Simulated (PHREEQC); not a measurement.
Brine (model solution)

Solution (35 °C): 1.5 mol/kgw HCl and 0.13 mol/kgw KCl. Closed to the air; pH follows from the charge balance.

The numbers come from PHREEQC with the Pitzer model, pitzer.dat.

Each row changes one thing in this solution. Precipitation was switched off in this run.

```json
[
 {"case": "as made", "pH": "-0.31", "SI of Sylvite (KCl)": "-1.98"},
 {"case": "0.015 mol/kgw CaSO4 added", "pH": "-0.30", "SI of Sylvite (KCl)": "-1.98"},
 {"case": "HCl replaced by NaCl at the same molality", "pH": "6.68", "SI of Sylvite (KCl)": "-2.11"},
 {"case": "HCl from 1.5 to 0.3 mol/kgw", "pH": "0.61", "SI of Sylvite (KCl)": "-2.58"}
]
```

Species that the database lacks are ignored. In brines, pH and single-ion activities rest on the MacInnes convention.
